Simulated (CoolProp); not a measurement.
Computed with CoolProp (reference Helmholtz-energy equation of state, Lemmon 2004). It is a short technical equation, of lower accuracy than the large ones.

Task: Give the vapour pressure (MPa), liquid density (kg/m³), liquid cp (kJ/(kg K)), vapour Z of saturated n-dodecane at 433, 446.4, 499.8 K.

Result: 
```csv
T (K),p (MPa),liquid density (kg/m³),liquid cp (kJ/(kg K)),vapour Z
433,0.0212,643,2.73,0.977
446.4,0.0321,632,2.78,0.969
499.8,0.129,584,3.01,0.914
```
